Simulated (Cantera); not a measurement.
Input: 1 mol HgO, a varied amount of N₂, held at 1525 K and 1 atm.

Equilibrium computed with Cantera from the NASA thermochemical tables; the gas is ideal and each condensed phase is pure. Candidate condensed phases: Hg, HgO; 10 gas species. Rates play no part.

x: gas mole fraction; nothing condenses.

| n(N₂) (mol) | x N₂ | x Hg | x O₂ | x NO | x NO₂ | x O |
|---|---|---|---|---|---|---|
| 0.3 | 0.166 | 0.556 | 0.277 | (withheld) | 4.20e-6 | 2.96e-6 |
| 0.43 | 0.222 | 0.518 | 0.259 | (withheld) | 4.53e-6 | 2.86e-6 |
| 0.63 | 0.295 | 0.469 | 0.234 | 0.000892 | 4.73e-6 | 2.72e-6 |
| 0.91 | 0.377 | 0.415 | 0.207 | 0.000948 | 4.72e-6 | 2.56e-6 |
| 1.3 | 0.464 | 0.357 | 0.178 | 0.000975 | 4.51e-6 | 2.37e-6 |
| 1.9 | 0.558 | 0.294 | 0.147 | 0.000970 | 4.07e-6 | 2.15e-6 |
| 2.8 | 0.651 | 0.233 | 0.116 | 0.000931 | 3.47e-6 | 1.91e-6 |
| 4.1 | 0.732 | 0.179 | 0.0888 | 0.000865 | 2.82e-6 | 1.68e-6 |
| 5.9 | 0.797 | 0.135 | 0.0672 | (withheld) | 2.23e-6 | 1.46e-6 |
| 8.6 | 0.851 | 0.0990 | 0.0492 | (withheld) | 1.69e-6 | 1.25e-6 |
| 12 | 0.889 | 0.0741 | 0.0367 | (withheld) | 1.29e-6 | 1.08e-6 |

### Question
Some entries are withheld; supply them.

### Answer

- 0.3, x NO: 0.000729
- 0.43, x NO: 0.000814
- 5.9, x NO: 0.000785
- 8.6, x NO: 0.000694
- 12, x NO: 0.000613
